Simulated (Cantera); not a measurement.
**Silicon carbide growth: CH3SiH3 + C2H4 + H2**

A closed system holds: 1 mol CH3SiH3, 0.043 mol C2H4, 63 mol H2, at 1275 K.

Method: chemical equilibrium by Gibbs-energy minimisation in Cantera with the NASA 1993 tables (ideal gas, pure condensed phases). Candidate condensed phases: C, C6H6, C7H8, C8H18, Si, SiC; 87 gas species. The feed counts by its element totals alone. The numbers say what is thermodynamically allowed, not how fast it happens.

```json
[
 {"P (Pa)": "100", "log p H2": "-3.00", "log p CH4": "-8.03", "log p H": "-7.63", "log p C2H2 (acetylene)": "-9.42", "n C(graphite)": "0.0853", "n SiC(s)": "1.00"},
 {"P (Pa)": "220", "log p H2": "-2.66", "log p CH4": "-7.35", "log p H": "-7.46", "log p C2H2 (acetylene)": "-9.07", "n C(graphite)": "0.0846", "n SiC(s)": "1.00"},
 {"P (Pa)": "460", "log p H2": "-2.34", "log p CH4": "-6.71", "log p H": "-7.30", "log p C2H2 (acetylene)": "-8.75", "n C(graphite)": "0.0831", "n SiC(s)": "1.00"},
 {"P (Pa)": "1000", "log p H2": "-2.00", "log p CH4": "-6.03", "log p H": "-7.13", "log p C2H2 (acetylene)": "-8.42", "n C(graphite)": "0.0798", "n SiC(s)": "1.00"},
 {"P (Pa)": "2200", "log p H2": "-1.66", "log p CH4": "-5.35", "log p H": "-6.96", "log p C2H2 (acetylene)": "-8.07", "n C(graphite)": "0.0725", "n SiC(s)": "1.00"},
 {"P (Pa)": "4600", "log p H2": "-1.34", "log p CH4": "-4.71", "log p H": "-6.80", "log p C2H2 (acetylene)": "-7.75", "n C(graphite)": "0.0578", "n SiC(s)": "1.00"},
 {"P (Pa)": "10000", "log p H2": "-1.00", "log p CH4": "-4.03", "log p H": "-6.63", "log p C2H2 (acetylene)": "-7.42", "n C(graphite)": "0.0248", "n SiC(s)": "1.00"},
 {"P (Pa)": "22000", "log p H2": "-0.66", "log p CH4": "-3.54", "log p H": "-6.46", "log p C2H2 (acetylene)": "-7.46", "n C(graphite)": "0", "n SiC(s)": "1.00"},
 {"P (Pa)": "46000", "log p H2": "-0.34", "log p CH4": "-3.22", "log p H": "-6.30", "log p C2H2 (acetylene)": "-7.78", "n C(graphite)": "0", "n SiC(s)": "1.00"},
 {"P (Pa)": "100000", "log p H2": "0.00", "log p CH4": "-2.89", "log p H": "-6.13", "log p C2H2 (acetylene)": "-8.12", "n C(graphite)": "0", "n SiC(s)": "1.000"}
]
```
log p: log10 of the partial pressure in bar; n: condensed amount in mol.

From 0.750 Torr to 75.0 Torr the condensed part is C(graphite) + SiC(s). From 165 Torr to 750 Torr the condensed part is SiC(s).
